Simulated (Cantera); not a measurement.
A Cantera script and what it prints.

```python
import numpy as np
import cantera as ct

gas_names = """
    CL CLO CL2 H HCL HOCL HO2 H2 H2O H2O2 Mg MgCL MgCL2 MgH MgO MgOH MgO2H2 Mg2 O OH O2 O3
""".split()
cond_names = """
    H2O(s) H2O(L) Mg(cr) Mg(L) MgCL2(s) MgCL2(L) MgO(s) MgO(L) MgO2H2(s)
""".split()


def load(file, names, dense=False):
    # The tables refer to 1 bar. Condensed volumes are neglected.
    table = {s.name: s for s in ct.Species.list_from_file(file)}
    out = []
    for n in names:
        d = dict(table[n].input_data)
        d["thermo"] = dict(d["thermo"], **{"reference-pressure": 1e5})
        if dense:
            d["equation-of-state"] = {"model": "constant-volume", "density": "1e6 g/cm^3"}
        out.append(ct.Species.from_dict(d))
    return out


gas = ct.Solution(thermo="ideal-gas", species=load("nasa_gas.yaml", gas_names))
cond = {s.name: ct.Solution(thermo="fixed-stoichiometry", species=[s], name=s.name)
        for s in load("nasa_condensed.yaml", cond_names, dense=True)}
atoms = {
    'MgCl2': {'Mg': 1, 'CL': 2},
    'H2O': {'H': 2, 'O': 1},
    'H2': {'H': 2},
}
top_T = {}  # K; cautious upper limits of use, not melting points


def equilibrate(T, P, feed):
    n = {}
    for name, mol in feed.items():
        for a, k in atoms[name].items():
            n[a] = n.get(a, 0.0) + k * mol
    gas.TPX = T, P, n
    mass = sum(n.values()) * gas.mean_molecular_weight
    gas.equilibrate("TP")
    valid = [c for c in cond.values() if c.min_temp <= T <= top_T.get(c.name, c.max_temp)]
    mix = ct.Mixture([(gas, mass / gas.mean_molecular_weight)] + [(c, 0.0) for c in valid])
    mix.T, mix.P = T, P
    mix.equilibrate("TP", solver="vcs", rtol=1e-11, max_steps=5000)
    return mix


results = []
feed = {'MgCl2': 1, 'H2O': 0.31, 'H2': 0.24}  # mol
T = 1175  # K
P = 180  # Pa
mix = equilibrate(T, P, feed)
results.append((T, P, feed, dict(zip(mix.species_names, mix.species_moles))))
print(gas.report(threshold=1e-05))
for i in range(1, mix.n_phases):
    print(f"{mix.phase(i).name:16s} {mix.phase_moles(i):12.5e} mol")
```

It prints:

```
       temperature   1175 K
          pressure   180 Pa
           density   0.0010554 kg/m^3
  mean mol. weight   57.28 kg/kmol
   phase of matter   gas

                          1 kg             1 kmol
                     ---------------   ---------------
          enthalpy       -3.0245e+06       -1.7325e+08  J
   internal energy       -3.1951e+06       -1.8301e+08  J
           entropy            5916.2        3.3888e+05  J/K
    Gibbs function       -9.9761e+06       -5.7143e+08  J
 heat capacity c_p            792.26             45381  J/K
 heat capacity c_v            647.11             37067  J/K

                      mass frac. Y      mole frac. X     chem. pot. / RT
                     ---------------   ---------------   ---------------
               HCL           0.25448           0.39982           -41.388
                H2         0.0054496           0.15484           -26.107
               H2O         2.778e-05        8.8328e-05             -65.8
             MgCL2           0.74004           0.44525           -85.112
     [  +18 minor]        1.8789e-06        3.9739e-06

Mg(L)             0.00000e+00 mol
MgCL2(L)          0.00000e+00 mol
MgO(s)            3.09863e-01 mol
```

Equilibrium computed with Cantera from the NASA thermochemical tables; the gas is ideal and each condensed phase is pure.
